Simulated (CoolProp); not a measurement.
A single-stage vapour-compression cycle with R22: evaporating at 264.15 K (dew point), condensing at 334.15 K (bubble point), superheat 10 K, subcooling 2 K, compressor efficiency 0.6, no pressure losses. Each further row changes one setting.

Model: reference Helmholtz-energy equation of state, Kamei 1995, in CoolProp.

| case | cooling COP | pressure ratio | discharge temperature (K) | refrigerating effect (kJ/kg) | volumetric capacity (kJ/m³) |
|---|---|---|---|---|---|
| as stated | 1.54 | 6.75 | 413.0 | 133 | 2000 |
| evaporating temperature 269.15 K | 1.73 | ___ | 406.2 | ___ | ___ |
| condensing temperature 329.15 K | 1.73 | 6.05 | ___ | 140 | 2110 |
| subcooling 7 K | ___ | 6.75 | 413.0 | 140 | 2110 |
| superheat 20 K | 1.54 | 6.75 | ___ | 140 | ___ |
| compressor efficiency 0.5 | ___ | 6.75 | 432.5 | 133 | 2000 |

Problem. Some entries are withheld; supply them.

Solution. 
- evaporating temperature 269.15 K, pressure ratio: 5.69
- evaporating temperature 269.15 K, refrigerating effect (kJ/kg): 135
- evaporating temperature 269.15 K, volumetric capacity (kJ/m³): 2390
- condensing temperature 329.15 K, discharge temperature (K): 404.6
- subcooling 7 K, cooling COP: 1.62
- superheat 20 K, discharge temperature (K): 425.6
- superheat 20 K, volumetric capacity (kJ/m³): 2010
- compressor efficiency 0.5, cooling COP: 1.28
